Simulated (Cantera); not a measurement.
An isothermal, constant-pressure homogeneous reactor starts with NH3 : N2 = 1 : 1.2 (molar parts), at 1925 K and 0.0390 bar.

Cantera simulation using the gas-phase N/H chemistry of the illustrative SiF4/NH3 mechanism in the Surface Chemkin manual (1991); the numbers are that mechanism's predictions, not measurements. Walls and surfaces, which speed up NH3 decomposition in real reactors, are not modelled.

x: mole fraction; the columns are a selection and need not sum to one.

```json
[
 {"t (s)": "6.00e-6", "x NH3": "0.455", "x N": "<1e-12", "x NH": "2.41e-12", "x N2H2": "<1e-12", "x N2": "0.545"},
 {"t (s)": "1.71e-5", "x NH3": "0.455", "x N": "<1e-12", "x NH": "3.18e-11", "x N2H2": "3.57e-12", "x N2": "0.545"},
 {"t (s)": "4.89e-5", "x NH3": "0.455", "x N": "<1e-12", "x NH": "3.40e-10", "x N2H2": "7.65e-11", "x N2": "0.545"},
 {"t (s)": "0.000139", "x NH3": "0.455", "x N": "<1e-12", "x NH": "?", "x N2H2": "1.12e-9", "x N2": "0.545"},
 {"t (s)": "0.000398", "x NH3": "0.454", "x N": "2.88e-11", "x NH": "?", "x N2H2": "1.23e-8", "x N2": "0.545"},
 {"t (s)": "0.00114", "x NH3": "0.454", "x N": "5.91e-10", "x NH": "?", "x N2H2": "1.25e-7", "x N2": "0.545"},
 {"t (s)": "0.00324", "x NH3": "0.454", "x N": "4.03e-9", "x NH": "?", "x N2H2": "1.08e-6", "x N2": "0.545"},
 {"t (s)": "0.00925", "x NH3": "0.452", "x N": "2.27e-8", "x NH": "?", "x N2H2": "3.48e-6", "x N2": "0.545"},
 {"t (s)": "0.0264", "x NH3": "0.444", "x N": "7.74e-8", "x NH": "?", "x N2H2": "3.67e-6", "x N2": "0.545"},
 {"t (s)": "0.0754", "x NH3": "0.423", "x N": "2.22e-7", "x NH": "?", "x N2H2": "3.43e-6", "x N2": "0.544"},
 {"t (s)": "0.215", "x NH3": "0.369", "x N": "4.62e-7", "x NH": "9.64e-6", "x N2H2": "2.82e-6", "x N2": "0.543"},
 {"t (s)": "0.614", "x NH3": "0.259", "x N": "6.58e-7", "x NH": "9.47e-6", "x N2H2": "1.72e-6", "x N2": "0.539"},
 {"t (s)": "1.75", "x NH3": "0.111", "x N": "7.17e-7", "x NH": "?", "x N2H2": "5.79e-7", "x N2": "0.535"},
 {"t (s)": "5.00", "x NH3": "0.0177", "x N": "6.46e-7", "x NH": "?", "x N2H2": "6.29e-8", "x N2": "0.532"}
]
```

Problem. What belongs in the gaps?

Solution. 
- 0.000139, x NH: 3.83e-9
- 0.000398, x NH: 4.70e-8
- 0.00114, x NH: 4.65e-7
- 0.00324, x NH: 2.42e-6
- 0.00925, x NH: 5.46e-6
- 0.0264, x NH: 6.69e-6
- 0.0754, x NH: 8.28e-6
- 1.75, x NH: 7.18e-6
- 5.00, x NH: 3.56e-6
